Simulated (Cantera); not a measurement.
Cantera with NASA thermochemical tables; ideal gases at 1 bar, condensed phases pure. Values are per mole of reaction as written; species without (g) are pure solids or liquids, kept so even where they would boil at 1 bar.

2 Si + SO2(g) = S + 2 SiO(g)

```json
[
 {"T (K)": "550", "ΔH° (kJ)": "100.0", "ΔS° (J/K)": "179.0", "ΔG° (kJ)": "1.5", "log10 K": "-0.14"},
 {"T (K)": "600", "ΔH° (kJ)": "100.3", "ΔS° (J/K)": "179.6", "ΔG° (kJ)": "-7.4", "log10 K": "0.65"},
 {"T (K)": "650", "ΔH° (kJ)": "100.4", "ΔS° (J/K)": "179.7", "ΔG° (kJ)": "-16.4", "log10 K": "1.32"},
 {"T (K)": "700", "ΔH° (kJ)": "100.4", "ΔS° (J/K)": "179.7", "ΔG° (kJ)": "-25.4", "log10 K": "1.90"},
 {"T (K)": "750", "ΔH° (kJ)": "[?]", "ΔS° (J/K)": "[?]", "ΔG° (kJ)": "[?]", "log10 K": "[?]"},
 {"T (K)": "800", "ΔH° (kJ)": "[?]", "ΔS° (J/K)": "[?]", "ΔG° (kJ)": "[?]", "log10 K": "[?]"},
 {"T (K)": "850", "ΔH° (kJ)": "99.9", "ΔS° (J/K)": "179.1", "ΔG° (kJ)": "-52.3", "log10 K": "3.22"},
 {"T (K)": "900", "ΔH° (kJ)": "99.9", "ΔS° (J/K)": "179.1", "ΔG° (kJ)": "-61.3", "log10 K": "3.56"},
 {"T (K)": "950", "ΔH° (kJ)": "99.8", "ΔS° (J/K)": "179.0", "ΔG° (kJ)": "-70.2", "log10 K": "3.86"},
 {"T (K)": "1000", "ΔH° (kJ)": "[?]", "ΔS° (J/K)": "[?]", "ΔG° (kJ)": "[?]", "log10 K": "[?]"},
 {"T (K)": "1050", "ΔH° (kJ)": "[?]", "ΔS° (J/K)": "[?]", "ΔG° (kJ)": "[?]", "log10 K": "[?]"}
]
```

Task: What belongs in the gaps?

Result: 
- 750, ΔH° (kJ): 100.2
- 750, ΔS° (J/K): 179.5
- 750, ΔG° (kJ): -34.4
- 750, log10 K: 2.40
- 800, ΔH° (kJ): 100.1
- 800, ΔS° (J/K): 179.3
- 800, ΔG° (kJ): -43.4
- 800, log10 K: 2.83
- 1000, ΔH° (kJ): 99.7
- 1000, ΔS° (J/K): 178.9
- 1000, ΔG° (kJ): -79.2
- 1000, log10 K: 4.14
- 1050, ΔH° (kJ): 99.4
- 1050, ΔS° (J/K): 178.6
- 1050, ΔG° (kJ): -88.1
- 1050, log10 K: 4.38
